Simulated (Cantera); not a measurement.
Mixture: CH4 : C2H6 : C3H8 : O2 : N2 = 1 : 0.19 : 0.27 : 7.04 : 26.5 (molar parts), at 0.405 atm, adiabatic and at constant pressure. Ignition delay is the time to a rise of 400 K.

Model: GRI-Mech 3.0 (53 species, 325 reactions), integrated in Cantera. GRI-Mech 3.0 was tuned for natural gas; its chemistry of propane as a main component is partial and can be far from experiment.

Question: Predict: delay at 1075 K; delay at 1175 K; delay at 1275 K; delay at 1375 K; apparent activation energy between 1325 and 1425 K.

Answer: 
- delay at 1075 K = 38.0 ms
- delay at 1175 K = 6.99 ms
- delay at 1275 K = 1.68 ms
- delay at 1375 K = 0.535 ms
- apparent activation energy between 1325 and 1425 K = 160 kJ/mol
